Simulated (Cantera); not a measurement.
Charge: 1 mol Si, a varied amount of HCl, 11 mol H₂, held at 1200 K and 0.930 bar.

Method: chemical equilibrium by Gibbs-energy minimisation in Cantera with the NASA 1993 tables (ideal gas, pure condensed phases). Candidate condensed phases: Si; 19 gas species. Equilibrium is a limit: real reactors are often held back by kinetics, nucleation or transport.

Task: What share of the Si ends up in condensed phases as a function of n(HCl) (mol), at 0.52, 0.88, 1.2, 1.6, 2, 2.3, 2.7, 3.1, 3.4, 3.8, 4.2, 4.5, 4.9?

Result: 
| n(HCl) (mol) | Si condensed (%) | as |
|---|---|---|
| 0.52 | 90.6 | Si(s) |
| 0.88 | 81.6 | Si(s) |
| 1.2 | 73.3 | Si(s) |
| 1.6 | 62.7 | Si(s) |
| 2 | 52.2 | Si(s) |
| 2.3 | 44.2 | Si(s) |
| 2.7 | 33.6 | Si(s) |
| 3.1 | 22.9 | Si(s) |
| 3.4 | 15.0 | Si(s) |
| 3.8 | 4.3 | Si(s) |
| 4.2 | 0.0 | - |
| 4.5 | 0.0 | - |
| 4.9 | 0.0 | - |
